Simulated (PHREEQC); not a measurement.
3.6 g of hydrous ferric oxide (600 m²/g; 0.2 weak and 0.005 strong sites per Fe, Dzombak-Morel constants, diffuse double layer) in 1 kg of water with 0.01 mol/kgw of an inert sodium salt and 0.00013 mol Na2SeO4, at 25 °C; the pH is set by adding NaOH or the inert anion's acid. Oxygen alone is held at its pressure in air (log pO2 = -0.68). The system is closed to CO2. Nothing may precipitate in this run.

Base run: PHREEQC, ion-association model, wateq4f.dat. Each further column changes one thing. The table gives surface charge σ (C/m²).

```json
[
 {"pH": "3", "base": "0.323", "background salt from 0.01 to 0.001 mol/kgw": "0.289", "oxide from 3.6 to 18 g/kgw": "0.348"},
 {"pH": "4", "base": "0.221", "background salt from 0.01 to 0.001 mol/kgw": "0.153", "oxide from 3.6 to 18 g/kgw": "0.260"},
 {"pH": "5.5", "base": "0.076", "background salt from 0.01 to 0.001 mol/kgw": "0.037", "oxide from 3.6 to 18 g/kgw": "0.088"},
 {"pH": "6.5", "base": "0.029", "background salt from 0.01 to 0.001 mol/kgw": "0.012", "oxide from 3.6 to 18 g/kgw": "0.032"},
 {"pH": "7.5", "base": "0.008", "background salt from 0.01 to 0.001 mol/kgw": "0.003", "oxide from 3.6 to 18 g/kgw": "0.008"},
 {"pH": "8.5", "base": "-0.005", "background salt from 0.01 to 0.001 mol/kgw": "-0.002", "oxide from 3.6 to 18 g/kgw": "-0.005"},
 {"pH": "10", "base": "-0.042", "background salt from 0.01 to 0.001 mol/kgw": "-0.019", "oxide from 3.6 to 18 g/kgw": "-0.045"},
 {"pH": "11", "base": "-0.104", "background salt from 0.01 to 0.001 mol/kgw": "-0.064", "oxide from 3.6 to 18 g/kgw": "-0.116"}
]
```

The oxide is taken as insoluble; below pH 4 it would dissolve.
